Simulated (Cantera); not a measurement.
**Thermodynamics of sublimation and decomposition of ceramics, feed Si3N4 + N2**

Charge: 1 mol Si3N4, 0.4 mol N2, at 1452 °C.

Cantera equilibrium calculation (NASA polynomials, part measured and part estimated; ideal gas, pure solids and liquids). Candidate condensed phases: Si, Si3N4; 7 gas species. The tables' values for SiN are old estimates; treat these amounts as uncertain. Equilibrium is a limit: real reactors are often held back by kinetics, nucleation or transport.

From 1.00 Pa to 1.00 mbar the condensed part is Si(l). From 4.60 mbar to 10.0 bar the condensed part is Si3N4(s).

```
P (Pa)   log p N2  log p Si  log p Si2  log p Si2N  log p SiN  log p Si3  log p N  n Si(l)  n Si3N4(s)
-------  --------  --------  ---------  ----------  ---------  ---------  -------  -------  ----------
1           -5.05     -5.99      -8.32       -8.53      -8.77      -8.92   -13.57     2.72           0
4.60        -4.35     -5.99      -8.32       -8.18      -8.42      -8.92   -13.22     2.94           0
22          -3.66     -5.99      -8.32       -7.83      -8.08      -8.92   -12.87     2.99           0
100         -3.00     -5.99      -8.32       -7.50      -7.75      -8.92   -12.54     3.00           0
460         -2.34     -6.18      -8.68       -7.54      -7.60      -9.47   -12.21        0       1.000
2200        -1.66     -6.63      -9.59       -8.10      -7.71     -10.83   -11.87        0       1.000
10000       -1.00     -7.07     -10.46       -8.65      -7.82     -12.14   -11.54        0        1.00
46000       -0.34     -7.51     -11.35       -9.20      -7.93       <-12   -11.21        0        1.00
220000       0.34     -7.96       <-11       -9.77      -8.04       <-11   -10.87        0        1.00
1000000      1.00     -8.40       <-11      -10.32      -8.15       <-11   -10.54        0        1.00
```
log p: log10 of the partial pressure in bar; n: condensed amount in mol.
